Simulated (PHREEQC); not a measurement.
Solution (55 °C): 0.034 mol HCl and 0.0029 mol CuSO4 per kg of water. Closed to the air; pH follows from the charge balance.

Computed with PHREEQC (ion-association model, phreeqc.dat).

This is a speciation only: nothing precipitates in the calculation.

Task: Estimate the pH, specific conductance, ionic strength.

Result: pH 1.56; specific conductance 21800 µS/cm; ionic strength 0.0401 mol/kgw.

Task: In which forms is Cl present?

Result: Cl- 99 %, CuCl+ 1.2 % of the Cl.

Species that the database lacks are ignored. Constants without temperature data keep their 25 °C values here.
